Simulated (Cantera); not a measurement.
Input: 1 mol trisilylamine, 0.3 mol NH3, 0.73 mol H2, 5.7 mol N2, held at 7.50 Torr.

These are equilibrium values from Cantera (NASA tables, ideal gas, pure condensed phases), not measurements of a reactor. Candidate condensed phases: Si, Si3N4; 18 gas species. The feed counts by its element totals alone. The tables' values for SiN are old estimates; treat these amounts as uncertain. Gases not in the tables: Si2H6 and higher silanes. Rates play no part.

x: gas mole fraction; n: condensed amount in mol.

```csv
T (K),x H2,x N2,x H,x Si,x SiH,x Si2N,x SiN,n Si3N4(s),n Si(l)
1123,0.566,0.434,3.20e-7,<1e-12,<1e-12,<1e-12,<1e-12,1.00,0
1198,0.566,0.434,1.43e-6,<1e-12,<1e-12,<1e-12,<1e-12,1.00,0
1273,0.566,0.434,5.37e-6,?,1.91e-12,<1e-12,<1e-12,1.00,0
1348,0.566,0.434,1.74e-5,?,4.85e-11,<1e-12,1.74e-11,1.00,0
1423,0.566,0.434,5.00e-5,?,8.74e-10,7.15e-12,3.10e-10,1.00,0
1498,0.566,0.434,0.000129,?,1.17e-8,2.95e-10,4.11e-9,1.00,0
1573,0.566,0.434,0.000306,?,1.22e-7,8.48e-9,4.24e-8,1.000,0
1648,0.566,0.434,0.000670,?,1.02e-6,1.78e-7,3.53e-7,1.000,0
1723,0.565,0.433,0.00137,?,7.10e-6,2.85e-6,2.43e-6,1.000,0
1798,0.470,0.527,0.00241,?,2.43e-5,1.61e-5,9.97e-6,0,3.00
1873,0.468,0.526,0.00442,?,5.62e-5,3.42e-5,2.30e-5,0,2.99
1948,0.465,0.524,0.00771,?,0.000122,6.86e-5,4.97e-5,0,2.97
2023,0.460,0.521,0.0129,?,0.000248,0.000130,0.000101,0,2.92
```

Some entries are withheld; supply them.


- 1273, x Si: 2.62e-12
- 1348, x Si: 1.00e-10
- 1423, x Si: 2.59e-9
- 1498, x Si: 4.81e-8
- 1573, x Si: 6.74e-7
- 1648, x Si: 7.40e-6
- 1723, x Si: 6.57e-5
- 1798, x Si: 0.000308
- 1873, x Si: 0.000882
- 1948, x Si: 0.00232
- 2023, x Si: 0.00569
